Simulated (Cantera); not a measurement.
An adiabatic, constant-pressure homogeneous reactor starts with CH₄ : O₂ : N₂ : H₂O = 1 : 2.04 : 7.67 : 0.89 (molar parts), equivalence ratio 0.98, at 1175 K and 5.00 bar.

Computed with Cantera and GRI-Mech 3.0 (53 species, 325 reactions).

Q: Predict: time of steepest temperature rise; temperature at 0.800 s; equilibrium temperature; x(O₂) at 0.800 s; x(H₂O) at 0.800 s; x(N₂O) at 0.800 s; x(CO) at 0.800 s.

A: time of steepest temperature rise: 14.5 ms
temperature at 0.800 s: 2600 K
equilibrium temperature: 2600 K
x(O₂) at 0.800 s: 0.0113 (gas-phase equilibrium 0.0113)
x(H₂O) at 0.800 s: 0.230 (gas-phase equilibrium 0.230)
x(N₂O) at 0.800 s: 6.48e-7 (gas-phase equilibrium 6.48e-7)
x(CO) at 0.800 s: 0.0174 (gas-phase equilibrium 0.0174)
